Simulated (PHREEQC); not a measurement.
NH3 is added in steps, without added water, to 1 kg of water holding 0.0039 mol/kgw HF, 0.00054 mol/kgw KF and 0.063 mol/kgw H2SO4, at 25 °C. O2 is buffered at 0.21 atm. CO2 from the air is kept out. No solid was allowed to form.

Base run: PHREEQC, ion-association model, phreeqc.dat. Each further column changes one thing. The table gives HSO4- (mol/kgw).

```
NH3 added (mol)     base  Davies equation for every ion  all activity coefficients set to 1  database wateq4f.dat  metal-ligand complexes left out
---------------  -------  -----------------------------  ----------------------------------  --------------------  -------------------------------
0                 0.0474                         0.0468                              0.0550                0.0475                           0.0474
0.01594           0.0442                         0.0436                              0.0520                0.0443                           0.0442
0.03188           0.0404                         0.0397                              0.0482                0.0404                           0.0404
0.05312           0.0340                         0.0334                              0.0415                0.0340                           0.0340
0.06906           0.0282                         0.0277                              0.0348                0.0282                           0.0283
0.085             0.0215                         0.0211                              0.0267                0.0215                           0.0215
0.1009            0.0139                         0.0136                              0.0173                0.0139                           0.0139
0.1169           0.00558                        0.00548                             0.00688               0.00557                          0.00558
0.1381           9.49e-9                        9.68e-9                             1.32e-8               1.05e-8                          9.50e-9
0.1541           3.23e-9                        3.29e-9                             4.50e-9               3.56e-9                          3.23e-9
0.17             1.95e-9                        1.99e-9                             2.71e-9               2.15e-9                          1.95e-9
```

 phreeqc.dat and wateq4f.dat share most of their constants, so their agreement is no independent check.
